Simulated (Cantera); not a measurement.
Feed: 1 mol NaCl, 0.11 mol HCl, 0.98 mol N₂, held at 773 K and 13.3 mbar.

These are equilibrium values from Cantera (NASA tables, ideal gas, pure condensed phases), not measurements of a reactor. Equilibrium is a limit: real reactors are often held back by kinetics, nucleation or transport.

```csv
species,before,after
NaCl,2.01e-6,0.470
N₂,0.899,0.465
HCl,0.101,0.0478
Na,<1e-9,0.00499
Cl,5.74e-9,0.00943
H,<1e-9,0.000518
H₂,2.13e-8,0.00196
Na₂Cl₂,3.87e-7,0.000171
"NaCl(s), mol",1.000,0
```
Gas species are given as mole fractions.

Q: Which change was made?
(A) temperature from 773 K to 1248 K
(B) temperature from 773 K to 1600 K
(C) temperature from 773 K to 1748.15 K
(D) temperature from 773 K to 1973.15 K

A: D, temperature from 773 K to 1973.15 K
